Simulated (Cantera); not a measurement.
Charge: 1 mol toluene, 3.7 mol H₂O, 3.2 mol N₂.

Cantera equilibrium calculation (NASA polynomials, part measured and part estimated; ideal gas, pure solids and liquids). Candidate condensed phases: C, C₆H₆, C₇H₈, C₈H₁₈, H₂O; 136 gas species. The ideal-gas law is rough above about 30 bar. Rates play no part.

Stable condensed phases, one row left out:

```
T in K \ P in Pa
               10       72      520     3700    27000   190000  1400000 10000000
   2948         A        A        A        B        B        B        B        B
   2848         A        A        B        B        B        B        B        B
   2748         A        B        B        B        B        B        B        B
   2648         A        B        B        B        B        B        B        B
   2448         B        B        B        B        B        B        B        B
   2348         B        B        B        B        B        B        B        B
   2248         B        B        B        B        B        B        B        B
   2148         B        B        B        B        B        B        B        B
   2048         B        B        B        B        B        B        B        B
   1948         B        B        B        B        B        B        B        B
```

A: gas only; B: C.

Problem. Give the row for 2548 K.

Solution. 10: C; 72: C; 520: C; 3700: C; 27000: C; 190000: C; 1400000: C; 10000000: C.
